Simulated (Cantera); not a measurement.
Mixture: CH4 : H2 : O2 : N2 : C2H6 = 1 : 0.13 : 1.21 : 4.57 : 0.11 (molar parts), equivalence ratio 2.0, at 0.336 atm, adiabatic and at constant volume. Ignition delay is the time to a rise of 400 K.

Model: GRI-Mech 3.0 (53 species, 325 reactions), integrated in Cantera.

Problem. Predict: delay at 1125 K; delay at 1225 K; delay at 1325 K; delay at 1425 K; apparent activation energy between 1375 and 1475 K.

Solution. 
```
Quantity                                                 Value
--------------------------------------------------  ----------
delay at 1125 K                                        17.9 ms
delay at 1225 K                                        5.87 ms
delay at 1325 K                                        2.24 ms
delay at 1425 K                                       0.906 ms
apparent activation energy between 1375 and 1475 K  150 kJ/mol
```
